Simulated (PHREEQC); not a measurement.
PHREEQC input (Pitzer model, pitzer.dat):

```
SOLUTION 1
  temp 50
  units mol/kgw
  pH 7 charge
END
SELECTED_OUTPUT 1
  -reset false
  -pH true
  -pe true
  -ionic_strength true
  -water true
  -totals C Na S
  -molalities H+ Na+ CO3-2 SO4-2 OH- HCO3- CO2 HSO4-
  -equilibrium_phases Thenardite
  -saturation_indices Burkeite Mirabilite Nahcolite Natron Trona
PRINT
  -reset false
USE solution 1
REACTION 1
  Na2CO3 1
  0 0.0417 0.0833 0.125 0.167 0.208 0.25 0.292 0.333 0.375 0.417 0.458 0.5 moles
EQUILIBRIUM_PHASES 1
  Thenardite 0 30
END
```

Selected output (columns that matter, 13 of 13 rows; Na2CO3 added (mol) added in front):

```
Na2CO3 added (mol)	pH	mu	C	Na	S	m_H+	m_Na+	m_CO3-2	Thenardite	si_Burkeite	si_Mirabilite	si_Nahcolite	si_Natron	si_Trona
0	7.22	9.7352	0	6.4901	3.2451	6.8348e-08	6.4901	0	26.755	-1000	-0.5721	-1000	-1000	-1000
0.0417	10.528	9.7538	0.041702	6.5046	3.2106	3.3859e-11	6.5046	0.038679	26.79	-2.0974	-0.5756	-2.3203	-1.7173	-3.8064
0.0833	10.686	9.7732	0.083306	6.5183	3.1759	2.3714e-11	6.5183	0.078999	26.824	-1.7821	-0.579	-2.1654	-1.4054	-3.3369
0.125	10.779	9.793	0.12501	6.5322	3.1411	1.9281e-11	6.5322	0.11972	26.859	-1.5964	-0.5824	-2.0753	-1.2231	-3.0617
0.167	10.846	9.8134	0.16702	6.5464	3.1062	1.6647e-11	6.5464	0.16091	26.894	-1.4627	-0.5859	-2.0112	-1.0929	-2.8647
0.208	10.898	9.8337	0.20803	6.5603	3.0721	1.4899e-11	6.5603	0.20121	26.928	-1.3604	-0.5894	-1.9628	-0.994	-2.7147
0.25	10.941	9.8548	0.25003	6.5749	3.0374	1.3581e-11	6.5749	0.24257	26.963	-1.2738	-0.5929	-1.9224	-0.911	-2.5883
0.292	10.978	9.8764	0.29204	6.5896	3.0028	1.2561e-11	6.5896	0.284	26.998	-1.1999	-0.5965	-1.8883	-0.8407	-2.481
0.333	11.01	9.8978	0.33305	6.6042	2.9691	1.176e-11	6.6042	0.32447	27.031	-1.1367	-0.6001	-1.8594	-0.781	-2.3896
0.375	11.039	9.9201	0.37506	6.6194	2.9347	1.108e-11	6.6194	0.36598	27.066	-1.0788	-0.6038	-1.8333	-0.7269	-2.3065
0.417	11.065	9.9428	0.41707	6.6349	2.9004	1.0506e-11	6.6349	0.40752	27.1	-1.0265	-0.6075	-1.8101	-0.6783	-2.2316
0.458	11.088	9.9653	0.45808	6.6502	2.867	1.0025e-11	6.6502	0.44809	27.133	-0.9798	-0.6112	-1.7895	-0.6352	-2.165
0.5	11.111	9.9888	0.50009	6.6662	2.833	9.5939e-12	6.6662	0.48968	27.168	-0.9355	-0.615	-1.7702	-0.5948	-2.1023
```

Complexes and solids missing from the database can't appear. In brines, pH and single-ion activities rest on the MacInnes convention. Away from 25 °C the constants follow the database's enthalpies or fits; those with neither stay at their 25 °C values.
